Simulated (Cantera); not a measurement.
Input: 1 mol Fe, 1.9 mol SO2, a varied amount of N2, 0.031 mol H2S, equilibrated at 775 K and 0.133 bar.

Cantera equilibrium calculation (NASA polynomials, part measured and part estimated; ideal gas, pure solids and liquids). Candidate condensed phases: Fe, FeO, Fe(OH)2, Fe(OH)3, FeS, FeSO4, FeS2, Fe2O3, Fe2(SO4)3, Fe3O4, H2O, H2SO4, S; 38 gas species. FeS: taken at fixed stoichiometry. Gases not in the tables: S3 to S7. The numbers say what is thermodynamically allowed, not how fast it happens.

**Question.** Which condensed phases are stable at each of these points (n(N2) (mol)): 22, 27, 34, 42, 53, 66, 82, 100, 130, 160, 200, 250?

**Answer.** 
```csv
n(N2) (mol),condensed phases,Fe condensed (%)
22,FeS2(s) + Fe3O4(s),100.0
27,FeS2(s) + Fe3O4(s),100.0
34,FeS2(s) + Fe3O4(s),100.0
42,FeS2(s) + Fe3O4(s),100.0
53,FeS2(s) + Fe3O4(s),100.0
66,FeS2(s) + Fe3O4(s),100.0
82,FeS2(s) + Fe3O4(s),100.0
100,FeS2(s) + Fe3O4(s),100.0
130,FeS2(s) + Fe3O4(s),100.0
160,FeS2(s) + Fe3O4(s),100.0
200,FeS(s) + FeS2(s) + Fe3O4(s),100.0
250,FeS(s) + Fe3O4(s),100.0
```

From 22 mol N2 to 160 mol N2 the condensed part is FeS2(s) + Fe3O4(s). At 200 mol N2 the condensed part is FeS(s) + FeS2(s) + Fe3O4(s). At 250 mol N2 the condensed part is FeS(s) + Fe3O4(s).
